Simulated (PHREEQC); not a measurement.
# Brine (model solution)

Make-up at 25 °C and 300 atm: 1.3 mol/kgw MgCl2, 0.95 mol/kgw KCl and 0.66 mol/kgw NaCl. Closed to the air; pH follows from the charge balance.

The numbers come from PHREEQC with the Pitzer model, pitzer.dat.

Each row changes one thing in this solution. No solid was allowed to form.

```tsv
case	SI of Sylvite (KCl)	SI of Halite (NaCl)
as made	-0.63	-1.23
KCl from 0.95 to 1.9 mol/kgw	___	-1.10
MgCl2 left out	-1.21	-1.99
NaCl from 0.66 to 0.066 mol/kgw	___	-2.35
diluted 100-fold with water	-4.53	___
MgCl2 replaced by LiCl at the same molality	___	___
```

### Question
Fill in the missing entries.

### Answer

- KCl from 0.95 to 1.9 mol/kgw, SI of Sylvite (KCl): -0.22
- NaCl from 0.66 to 0.066 mol/kgw, SI of Sylvite (KCl): -0.71
- diluted 100-fold with water, SI of Halite (NaCl): -5.36
- MgCl2 replaced by LiCl at the same molality, SI of Sylvite (KCl): -0.83
- MgCl2 replaced by LiCl at the same molality, SI of Halite (NaCl): -1.58

Under pressure, the constants of complexes without a molar volume in the database are unreliable.
